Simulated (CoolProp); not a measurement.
n-octane at several states: fugacity coefficient from the reference equation and from simpler models built on Tc = 568.7 K, pc = 24.84 bar, ω = 0.398; each cubic takes its own stable root.

Model: reference Helmholtz-energy equation of state, Beckmüller 2019, in CoolProp.

```csv
T (K),p (bar),phase,reference,van der Waals,Redlich-Kwong,Soave-Redlich-Kwong
343.1,0.262,liquid,0.5962,0.9900,0.9856,0.5892
345.1,16.9,liquid,0.01105,0.1454,0.03694,0.01110
595.6,12.2,gas,0.8540,0.8708,0.8576,0.8628
500.9,2.98,gas,0.9323,0.9519,0.9418,0.9371
576.8,0.256,gas,0.9964,0.9970,0.9966,0.9967
475.8,38.8,liquid,0.1502,0.3038,0.2143,0.1595
```

At some of these states van der Waals, Redlich-Kwong gives the other phase, because its saturation line lies elsewhere.
